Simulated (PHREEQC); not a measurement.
Dissolve 0.045 mol/kgw NH4Cl, 0.0001 mol/kgw Na2HPO4 and 0.0012 mol/kgw KCl at 25 °C. Closed to the air; pH follows from the charge balance.

All values are PHREEQC results (ion-association model, wateq4f.dat), not measurements.

Precipitation was switched off in this run.

Question: Predict the pH.

Answer: pH 6.54.

Question: In which forms is P present?

Answer: H2PO4- 73 %, HPO4-2 27 % of the P.

Species that the database lacks are ignored. H3PO4, which wateq4f.dat lacks, is added to it with the constant of phreeqc.dat.
